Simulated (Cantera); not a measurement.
Feed: 1 mol TiO₂, 74 mol HCl, 5.9 mol H₂, held at 1875 K and 13.3 mbar.

Method: chemical equilibrium by Gibbs-energy minimisation in Cantera with the NASA 1993 tables (ideal gas, pure condensed phases). The tables' values for TiCl₂ are old estimates; treat these amounts as uncertain. Condensed phases not in the tables: Magnéli phases beyond Ti₄O₇. Kinetics and transport are ignored.

```tsv
species	before	after
HCl	0.900	0.931
H₂	0.0762	0.0395
Cl	0.0140	0.0201
TiCl₃	0.00155	0.00169
Cl₂	1.33e-5	2.75e-5
TiCl₄	0.000248	0.000388
H	0.00157	0.00113
TiOCl₂	0.000207	0.000278
TiCl₂	6.54e-5	4.96e-5
OH	1.05e-5	1.33e-5
Ti₄O₇(s), mol	0.208	0.113
TiO₂(rutile), mol	0	0.360
```
Gas species are given as mole fractions.

Q: What was changed between the two runs?
(A) temperature from 1875 K to 1475 K
(B) H₂ from 5.9 to 2.5 mol
(C) pressure from 13.3 mbar to 26.0 mbar
(D) temperature from 1875 K to 1298 K

A: B, H₂ from 5.9 to 2.5 mol. Mutual solubility and eutectic melting of coexisting phases are not modelled
